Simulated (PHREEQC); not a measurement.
A solution holds 0.13 mol/kgw HCl, 0.38 mol/kgw FeSO4 and 0.021 mol/kgw NiSO4, at 25 °C. Closed to the air; pH follows from the charge balance.

Model: ion-association model, wateq4f.dat, run in PHREEQC.

Each row changes one thing in this solution. This is a speciation only: nothing precipitates in the calculation.

| case | pH | ionic strength (mol/kgw) | Fe+2 (mol/kgw) | FeSO4 (mol/kgw) | SO4-2 (mol/kgw) | Cl- (mol/kgw) | SI of Melanterite (FeSO4:7H2O) | SI of Morenosite (NiSO4:7H2O) |
|---|---|---|---|---|---|---|---|---|
| as made | 1.70 | 0.818 | 0.196 | 0.147 | 0.140 | 0.122 | -0.83 | -1.83 |
| NiSO4 from 0.021 to 0.0315 mol/kgw | 1.70 | 0.832 | 0.195 | 0.148 | 0.143 | 0.122 | -0.83 | -1.65 |
| NiSO4 from 0.021 to 0.0042 mol/kgw | 1.69 | 0.795 | 0.197 | 0.145 | 0.134 | … | -0.84 | -2.54 |
| FeSO4 from 0.38 to 0.19 mol/kgw | 1.46 | … | 0.110 | 0.0560 | 0.0625 | 0.124 | -1.27 | … |
| HCl from 0.13 to 0.195 mol/kgw | 1.46 | 0.854 | … | 0.124 | 0.118 | … | -0.91 | -1.88 |

Some entries are withheld; supply them.


- NiSO4 from 0.021 to 0.0042 mol/kgw, Cl- (mol/kgw): 0.123
- FeSO4 from 0.38 to 0.19 mol/kgw, ionic strength (mol/kgw): 0.499
- FeSO4 from 0.38 to 0.19 mol/kgw, SI of Morenosite (NiSO4:7H2O): -2.02
- HCl from 0.13 to 0.195 mol/kgw, Fe+2 (mol/kgw): 0.202
- HCl from 0.13 to 0.195 mol/kgw, Cl- (mol/kgw): 0.183

The ionic strength passes 0.7 mol/kgw, the rough limit of the ion-association models, in as made; NiSO4 from 0.021 to 0.0315 mol/kgw; NiSO4 from 0.021 to 0.0042 mol/kgw; HCl from 0.13 to 0.195 mol/kgw.
